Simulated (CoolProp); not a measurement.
Properties of tetradecamethylhexasiloxane (MD4M) at several states (Tc = 653.2 K, pc = 8.286 bar, ω = 0.800).

Model: reference Helmholtz-energy equation of state, Thol 2019, in CoolProp.

| T (K) | p (bar) | phase | cp (kJ/(kg K)) | speed of sound (m/s) | expansivity (1/kK) |
|---|---|---|---|---|---|
| 260.4 | 0.291 | liquid | 1.605 | 1081 | 1.057 |
| 254.8 | 2.81 | liquid | 1.588 | 1103 | 1.051 |
| 326.5 | 0.356 | liquid | 1.779 | 865.2 | 1.126 |
| 356.8 | 2.94 | liquid | 1.846 | 780.6 | 1.172 |
